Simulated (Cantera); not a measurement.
## Metals in furnace atmospheres: Al + H2O + CO

Feed: 1 mol Al, 11 mol H2O, 31 mol CO, held at 1.20 bar.

Equilibrium computed with Cantera from the NASA thermochemical tables; the gas is ideal and each condensed phase is pure. Candidate condensed phases: Al, Al2O3, C, C6H6, C7H8, C8H18, H2O; 121 gas species. Gases not in the tables: Al(OH)3. Kinetics and transport are ignored.

| T (K) | x CO | x CO2 | x H2O | x H2 | x CH4 | x H | x OH | n Al2O3(s) | n C(graphite) |
|---|---|---|---|---|---|---|---|---|---|
| 798 | 0.0670 | 0.567 | 0.228 | 0.115 | 0.0222 | <1e-12 | <1e-12 | 0.500 | 12.4 |
| 898 | 0.247 | 0.429 | 0.133 | 0.178 | 0.0122 | 4.22e-11 | <1e-12 | 0.500 | 8.50 |
| 998 | 0.534 | 0.202 | 0.0538 | 0.206 | 0.00495 | 8.90e-10 | <1e-12 | 0.500 | 0.746 |
| 1098 | 0.571 | 0.167 | 0.0595 | 0.202 | 0.000382 | 1.01e-8 | 1.32e-11 | 0.500 | 0 |
| 1198 | 0.582 | 0.156 | 0.0702 | 0.192 | 3.58e-5 | 7.60e-8 | 2.20e-10 | 0.500 | 0 |
| 1298 | 0.591 | 0.147 | 0.0794 | 0.182 | 4.82e-6 | 4.18e-7 | 2.35e-9 | 0.500 | 0 |
| 1398 | 0.599 | 0.139 | 0.0874 | 0.175 | 8.68e-7 | 1.80e-6 | 1.78e-8 | 0.500 | 0 |
| 1498 | 0.606 | 0.132 | 0.0942 | 0.168 | 1.98e-7 | 6.42e-6 | 1.02e-7 | 0.500 | 0 |
| 1598 | 0.612 | 0.126 | 0.100 | 0.162 | 5.45e-8 | 1.95e-5 | 4.70e-7 | 0.500 | 0 |
| 1698 | 0.617 | 0.121 | 0.105 | 0.157 | 1.76e-8 | 5.23e-5 | 1.80e-6 | 0.500 | 0 |
| 1798 | 0.621 | 0.117 | 0.109 | 0.152 | 6.47e-9 | 0.000126 | 5.92e-6 | 0.500 | 0 |
| 1898 | 0.625 | 0.113 | 0.113 | 0.149 | 2.66e-9 | 0.000275 | 1.71e-5 | 0.500 | 0 |
| 1998 | 0.628 | 0.110 | 0.116 | 0.145 | 1.20e-9 | 0.000558 | 4.44e-5 | 0.500 | 0 |
x: gas mole fraction; n: condensed amount in mol.

From 798 K to 998 K the condensed part is Al2O3(s) + C(graphite). From 1098 K to 1998 K the condensed part is Al2O3(s).
